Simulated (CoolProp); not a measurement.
Saturation properties of carbon dioxide (Tc = 31.0 °C, pc = 7.377 MPa, ω = 0.224).

Computed with CoolProp (reference Helmholtz-energy equation of state, Span 1996).

```tsv
T (°C)	p (MPa)	vapour density (kg/m³)	enthalpy of vaporisation (kJ/kg)	surface tension (mN/m)	liquid viscosity (µPa s)
-45.65	0.8111	21.19	332.4	14.0	211
-42.75	0.9065	23.62	327.3	(withheld)	202
-39.95	1.006	26.17	322.3	12.7	(withheld)
-37.05	1.118	29.04	317.0	12.0	184
-34.25	1.234	(withheld)	311.8	11.4	176
-31.35	1.364	35.43	306.1	10.8	168
-28.55	1.499	38.97	300.6	(withheld)	160
-25.65	1.648	42.94	294.6	9.55	153
-22.85	(withheld)	47.11	(withheld)	8.96	146
-19.95	1.973	51.78	282.3	8.36	140
```

Question: Some entries are withheld; supply them.

Answer: 
- -42.75, surface tension (mN/m): 13.3
- -39.95, liquid viscosity (µPa s): 193
- -34.25, vapour density (kg/m³): 32.05
- -28.55, surface tension (mN/m): 10.2
- -22.85, p (MPa): 1.802
- -22.85, enthalpy of vaporisation (kJ/kg): 288.7

Viscosity comes from a separate model (Laesecke 2017). Surface tension comes from a separate correlation (Mulero 2012).
